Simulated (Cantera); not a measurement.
Adiabatic ignition

An adiabatic, constant-pressure homogeneous reactor starts with C3H8 : O2 : N2 = 1 : 6.41 : 24.1 (molar parts), equivalence ratio 0.78, at 1298 K and 1.68 atm.

Cantera simulation using GRI-Mech 3.0 (53 species, 325 reactions); the numbers are that mechanism's predictions, not measurements. GRI-Mech 3.0 was tuned for natural gas; its chemistry of propane as a main component is partial and can be far from experiment.

```tsv
t (s)	T (K)	x C3H8	x O2	x N2O	x CH2	x CH2CO	x CH4	x HCO
2.00e-6	1298	0.0317	0.203	<1e-12	2.00e-12	2.28e-12	3.02e-8	<1e-12
8.29e-6	1298	0.0317	0.203	2.74e-12	2.81e-11	3.78e-10	6.20e-7	7.61e-12
3.44e-5	1297	0.0316	0.203	4.21e-11	7.61e-10	4.95e-8	1.26e-5	7.17e-10
0.000143	1298	0.0304	0.203	2.25e-10	2.06e-9	3.70e-6	0.000159	1.16e-8
0.000591	1310	0.0228	0.197	1.73e-9	1.25e-8	0.000195	0.00132	2.39e-7
0.00245	2619	<1e-12	0.0463	7.62e-7	<1e-12	<1e-12	<1e-12	7.32e-9
0.0102	2610	<1e-12	0.0431	8.24e-7	<1e-12	<1e-12	<1e-12	7.06e-9
0.0421	2609	<1e-12	0.0428	8.32e-7	<1e-12	<1e-12	<1e-12	7.04e-9
0.175	2609	<1e-12	0.0428	8.32e-7	<1e-12	<1e-12	<1e-12	7.04e-9
0.724	2609	<1e-12	0.0428	8.32e-7	<1e-12	<1e-12	<1e-12	7.04e-9
3.00	2609	<1e-12	0.0428	8.32e-7	<1e-12	<1e-12	<1e-12	7.04e-9
```
x: mole fraction; the columns are a selection and need not sum to one.

| Quantity | Result |
|---|---|
| time of steepest temperature rise | 0.773 ms |
| temperature at 3.00 s | 2609 K |
| equilibrium temperature | 2609 K |
| x(C3H8) at 3.00 s | <1e-12 (gas-phase equilibrium <1e-12) |
| x(O2) at 3.00 s | 0.0428 (gas-phase equilibrium 0.0428) |
| x(N2O) at 3.00 s | 8.32e-7 (gas-phase equilibrium 8.32e-7) |
